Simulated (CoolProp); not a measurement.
Vapour pressure (bar) of carbon dioxide: the reference equation beside estimates from Tc = 31.0 °C, pc = 73.77 bar, ω = 0.224.

Values from CoolProp's reference Helmholtz-energy equation of state, Span 1996.

| T (°C) | reference | van der Waals | Soave-Redlich-Kwong |
|---|---|---|---|
| -40.55 | 9.843 | 22.89 | 9.863 |
| -36.25 | 11.50 | 24.97 | 11.53 |
| -31.85 | 13.41 | 27.22 | 13.45 |
| -27.55 | 15.49 | 29.53 | 15.55 |
| -23.15 | 17.85 | 32.03 | 17.94 |
| -18.85 | 20.40 | 34.59 | 20.52 |
| -14.45 | 23.28 | 37.34 | 23.44 |
| -10.05 | 26.45 | 40.22 | 26.64 |
| -5.75 | 29.84 | 43.17 | 30.08 |
| -1.35 | 33.62 | 46.32 | 33.91 |
| 2.95 | 37.65 | 49.53 | 37.99 |
| 7.35 | 42.14 | 52.95 | 42.52 |
| 11.65 | 46.89 | 56.43 | 47.32 |
| 16.05 | 52.17 | 60.13 | 52.61 |
| 20.35 | 57.76 | 63.89 | 58.19 |

Absolute difference from the reference over all 15 rows, mean and median: van der Waals 59.4 and 52.1 %, Soave-Redlich-Kwong 0.6 and 0.7 %.
